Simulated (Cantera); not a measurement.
# Catalytic combustion on Pt

An isothermal plug-flow reactor at 1125 K and 0.987 atm (inlet), inlet velocity 2 m/s, active area per volume 210 1/m; feed CH4 : O2 : N2 = 0.0028 : 0.13 : 0.79 (molar parts).

Cantera simulation using Deutschmann's 1995 Pt surface mechanism with GRI-Mech 3.0 gas chemistry; the numbers are that mechanism's predictions, not measurements. Catalytic surfaces can have several steady states; this one follows from the mechanism file's or the stated starting coverage. Mass transfer to the wall is taken as infinitely fast.

```csv
z (m),x CH4,x O2,x H2O,x CO2,x CO,θ free Pt,θ O*
3.5e-05,0.00303,0.141,4.76e-6,2.07e-6,3.13e-7,0.314,0.686
5.8e-05,0.00303,0.141,7.89e-6,3.44e-6,4.99e-7,0.314,0.686
9.7e-05,0.00303,0.141,1.32e-5,5.81e-6,7.81e-7,0.314,0.686
0.00016,0.00302,0.141,2.17e-5,9.70e-6,1.16e-6,0.314,0.686
0.00027,0.00302,0.141,3.67e-5,1.67e-5,1.65e-6,0.314,0.686
0.00045,0.00300,0.141,6.10e-5,2.83e-5,2.13e-6,0.314,0.686
0.00075,0.00298,0.141,0.000101,4.81e-5,2.47e-6,0.314,0.686
0.0013,0.00295,0.141,0.000175,8.45e-5,2.60e-6,0.314,0.686
0.0021,0.00289,0.141,0.000280,0.000137,2.58e-6,0.314,0.686
0.0035,0.00280,0.140,0.000459,0.000226,2.50e-6,0.314,0.685
```
x: gas mole fraction; θ: surface coverage.
